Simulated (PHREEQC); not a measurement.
A made-up water analysis in mg/kgw, 25 °C, pH 5.86, pe 1.6: Na 0.263; K 0.000981; Ca 0.0385; Mg 0.0324; Cl 0.259; S(6) as SO4 0.0718; Alkalinity as HCO3 0.453; Si as SiO2 0.00859; Br 0.0105.

Valence states are taken as typed.

Computed with PHREEQC (ion-association model, phreeqc.dat).

Each row changes one thing in this solution. No solid was allowed to form.

```json
[
 {"case": "as made", "CO2 (mol/kgw)": "2.72e-5", "HCO3- (mol/kgw)": "8.80e-6", "CO3-2 (mol/kgw)": "3.04e-10", "MgSO4 (mol/kgw)": "2.24e-10", "MgHCO3+ (mol/kgw)": "1.34e-10", "CaSO4 (mol/kgw)": "1.22e-10", "SI of Quartz (SiO2)": "-2.86"},
 {"case": "pH from 5.86 to 6.36 at the same alkalinity", "CO2 (mol/kgw)": "7.65e-6", "HCO3- (mol/kgw)": "7.84e-6", "CO3-2 (mol/kgw)": "8.55e-10", "MgSO4 (mol/kgw)": "2.24e-10", "MgHCO3+ (mol/kgw)": "?", "CaSO4 (mol/kgw)": "1.22e-10", "SI of Quartz (SiO2)": "-2.86"},
 {"case": "pH from 5.86 to 6.16 at the same alkalinity", "CO2 (mol/kgw)": "1.25e-5", "HCO3- (mol/kgw)": "8.10e-6", "CO3-2 (mol/kgw)": "5.58e-10", "MgSO4 (mol/kgw)": "2.24e-10", "MgHCO3+ (mol/kgw)": "?", "CaSO4 (mol/kgw)": "1.22e-10", "SI of Quartz (SiO2)": "-2.86"},
 {"case": "Ca from 0.0385 to 0.077 mg/kgw", "CO2 (mol/kgw)": "2.72e-5", "HCO3- (mol/kgw)": "8.80e-6", "CO3-2 (mol/kgw)": "3.04e-10", "MgSO4 (mol/kgw)": "2.23e-10", "MgHCO3+ (mol/kgw)": "1.34e-10", "CaSO4 (mol/kgw)": "?", "SI of Quartz (SiO2)": "-2.86"},
 {"case": "all concentrations times 2 at the same typed pH", "CO2 (mol/kgw)": "5.00e-5", "HCO3- (mol/kgw)": "?", "CO3-2 (mol/kgw)": "5.64e-10", "MgSO4 (mol/kgw)": "8.82e-10", "MgHCO3+ (mol/kgw)": "4.91e-10", "CaSO4 (mol/kgw)": "?", "SI of Quartz (SiO2)": "-2.56"}
]
```

What belongs in the gaps?


- pH from 5.86 to 6.36 at the same alkalinity, MgHCO3+ (mol/kgw): 1.20e-10
- pH from 5.86 to 6.16 at the same alkalinity, MgHCO3+ (mol/kgw): 1.24e-10
- Ca from 0.0385 to 0.077 mg/kgw, CaSO4 (mol/kgw): 2.44e-10
- all concentrations times 2 at the same typed pH, HCO3- (mol/kgw): 1.62e-5
- all concentrations times 2 at the same typed pH, CaSO4 (mol/kgw): 4.82e-10
